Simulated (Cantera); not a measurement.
Input (Python, Cantera):

```python
import numpy as np
import cantera as ct

gas = ct.Solution("gri30.yaml")
gas.TPX = 2300, 1900, {'CH4': 0.011, 'H2': 1, 'N2': 0.00051}
reactor = ct.IdealGasConstPressureReactor(gas, energy="off", clone=False)
net = ct.ReactorNet([reactor])
net.rtol, net.atol = 1e-08, 1e-18
show = ['CH4', 'H2', 'C2H4', 'HCN', 'C2H']
times = np.geomspace(1e-06, 3, 11)

steps = ct.SolutionArray(gas, extra=["t"])
rows = []
print(f"{'t/s':>10s}{'T/K':>9s}{'P/Pa':>11s}" + "".join(f"{s:>11s}" for s in show))
for t in times:
    while net.time < t:
        t_next = net.step()
        steps.append(gas.state, t=t_next)
    rows.append([np.interp(t, steps.t, y) for y in (steps.T, steps.P, *steps(*show).X.T)])
    print(f"{t:10.3e}{rows[-1][0]:9.1f}{rows[-1][1]:11.4g}" + "".join(f"{x:11.3e}" for x in rows[-1][2:]))
rate = np.gradient(steps.T, steps.t)
print("integrator steps:", len(steps.t))
if steps.T.max() > steps.T[0] + 200:
    print(f"time of steepest temperature rise: {steps.t[rate.argmax()]:.4e} s")
gas.TPX = 2300, 1900, {'CH4': 0.011, 'H2': 1, 'N2': 0.00051}
gas.equilibrate("TP")
print(f"equilibrium (TP): T = {gas.T:.1f} K  " + "  ".join(f"{s} {gas[s].X[0]:.3e}" for s in show))
```

It prints:

```
       t/s      T/K       P/Pa        CH4         H2       C2H4        HCN        C2H
 1.000e-06   2300.0       1900  1.087e-02  9.886e-01  7.039e-14  1.634e-18  8.621e-24
 4.443e-06   2300.0       1900  1.086e-02  9.886e-01  4.330e-12  3.930e-17  1.050e-20
 1.974e-05   2300.0       1900  1.084e-02  9.885e-01  4.708e-10  6.503e-16  2.858e-17
 8.773e-05   2300.0       1900  1.078e-02  9.883e-01  2.568e-08  1.105e-14  4.260e-14
 3.898e-04   2300.0       1900  1.050e-02  9.869e-01  1.131e-06  9.710e-13  4.998e-11
 1.732e-03   2300.0       1900  9.281e-03  9.816e-01  1.571e-05  2.703e-10  3.468e-08
 7.696e-03   2300.0       1900  3.650e-03  9.717e-01  1.295e-05  2.590e-08  2.571e-06
 3.420e-02   2300.0       1900  3.250e-04  9.638e-01  5.787e-07  1.632e-07  7.088e-06
 1.519e-01   2300.0       1900  2.726e-05  9.518e-01  2.541e-07  3.329e-07  1.049e-05
 6.752e-01   2300.0       1900  4.820e-06  9.321e-01  1.595e-07  6.112e-07  1.560e-05
 3.000e+00   2300.0       1900  3.907e-06  9.262e-01  1.426e-07  1.911e-06  1.713e-05
integrator steps: 1513
equilibrium (TP): T = 2300.0 K  CH4 3.825e-06  H2 9.262e-01  C2H4 1.334e-07  HCN 6.633e-04  C2H 1.603e-05
```

Detailed kinetics in Cantera: GRI-Mech 3.0 (53 species, 325 reactions). GRI-Mech 3.0 stops at C3 and has no aromatics, soot or wall deposition, so with more carbon than oxygen in the feed, carbon stays in small species such as C2H2 where larger ones or solid carbon would form. Radical loss at walls, strong at low pressure, is not modelled.
